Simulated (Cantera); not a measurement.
Standard-state values (1 bar) from the NASA 1993 polynomials, evaluated with Cantera. Values are per mole of reaction as written; species without (g) are pure solids or liquids, kept so even where they would boil at 1 bar.

10 H(g) + 2 Ta2O5 = 4 Ta + 5 H2O2(g), with ΔH° = 1230.2 kJ and ΔS° = -96.0 J/K at 300 K.

Q: How far is the shortcut ΔG° ≈ ΔH°(300 K) − T·ΔS°(300 K) from the full temperature-dependent value at 948, 1023, 1098, 1173, 1248, 1323, 1398, 1473, 1548, 1623 K?

A: 
```
T (K)  shortcut (kJ)  full (kJ)  difference (kJ)  difference in log10 K
-----  -------------  ---------  ---------------  ---------------------
948           1321.2     1394.1            -72.9                   4.02
1023          1328.4     1415.7            -87.3                   4.46
1098          1335.6     1438.2           -102.6                   4.88
1173          1342.8     1461.4           -118.6                   5.28
1248          1350.0     1485.3           -135.3                   5.66
1323          1357.2     1509.8           -152.6                   6.02
1398          1364.4     1534.9           -170.5                   6.37
1473          1371.6     1560.5           -188.9                   6.70
1548          1378.8     1586.6           -207.8                   7.01
1623          1386.0     1613.2           -227.1                   7.31
```
The shortcut ignores the heat-capacity change of the reaction.
